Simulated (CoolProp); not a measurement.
Saturation properties of o-xylene.

The numbers come from the reference Helmholtz-energy equation of state, Zhou 2012 in CoolProp.

```
T (°C)  p (kPa)  vapour Z  liquid conductivity (mW/(m K))
------  -------  --------  ------------------------------
27.45     1.033       [?]                             130
63.35     6.334    0.9932                             [?]
99.25     25.82       [?]                             112
135.15    78.87    0.9597                             [?]
171.05    195.5    0.9264                            94.6
206.95    415.2    0.8791                            87.4
242.85    785.7    0.8145                            81.5
278.75     1364    0.7269                            77.1
314.75     2224    0.6010                            74.8
```

What belongs in the gaps?


- 27.45, vapour Z: 0.9983
- 63.35, liquid conductivity (mW/(m K)): 121
- 99.25, vapour Z: 0.9812
- 135.15, liquid conductivity (mW/(m K)): 103

It boils at 144.4 °C under 1 atm.

Thermal conductivity comes from a separate model (Mylona 2014).
